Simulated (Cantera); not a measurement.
A closed system holds: 1 mol FeS, 1.4 mol H₂S, 0.043 mol CO₂, at 1875 K and 0.0680 bar.

Method: chemical equilibrium by Gibbs-energy minimisation in Cantera with the NASA 1993 tables (ideal gas, pure condensed phases). Candidate condensed phases: C, C₆H₆, C₇H₈, C₈H₁₈, Fe, Fe(CO)₅, FeO, Fe(OH)₂, Fe(OH)₃, FeS, FeSO₄, FeS₂, Fe₂O₃, Fe₂(SO₄)₃, Fe₃O₄, H₂O, H₂SO₄, S; 127 gas species. FeS: taken at fixed stoichiometry. The numbers say what is thermodynamically allowed, not how fast it happens.

Base state: H₂ 0.574, S₂ 0.290, H₂S 0.0684, SH 0.0217, CO 0.0204, H₂O 0.0198, S 0.00274, H 0.00190 (mole fractions); condensed: FeS(l).

Task: What changes in the equilibrium state with this change: CO₂ from 0.043 to 0.3 mol?

Result: 
```json
[
 {"species": "H₂", "before": "0.574", "after": "0.426"},
 {"species": "S₂", "before": "0.290", "after": "0.259"},
 {"species": "CO", "before": "0.0204", "after": "0.119"},
 {"species": "H₂O", "before": "0.0198", "after": "0.110"},
 {"species": "H₂S", "before": "0.0684", "after": "0.0480"},
 {"species": "SH", "before": "0.0217", "after": "0.0177"},
 {"species": "Fe", "before": "0.000256", "after": "0.000271"},
 {"species": "SO₂", "before": "4.97e-5", "after": "0.00263"},
 {"species": "CO₂", "before": "0.000171", "after": "0.00747"},
 {"species": "SO", "before": "0.000608", "after": "0.00429"},
 {"species": "S₂O", "before": "6.66e-5", "after": "0.000445"},
 {"species": "FeS(l), mol", "before": "0.999", "after": "0.999"}
]
```

Task: What changes in the equilibrium state with this change: CO₂ from 0.043 to 0.5 mol?

Result: 
```csv
species,before,after
H₂,0.574,0.345
S₂,0.290,0.236
CO,0.0204,0.175
H₂O,0.0198,0.153
CO₂,0.000171,0.0188
H₂S,0.0684,0.0371
SH,0.0217,0.0152
Fe,0.000256,0.000283
SO₂,4.97e-5,0.00741
SO,0.000608,0.00705
S₂O,6.66e-5,0.000697
"FeS(l), mol",0.999,0.999
```
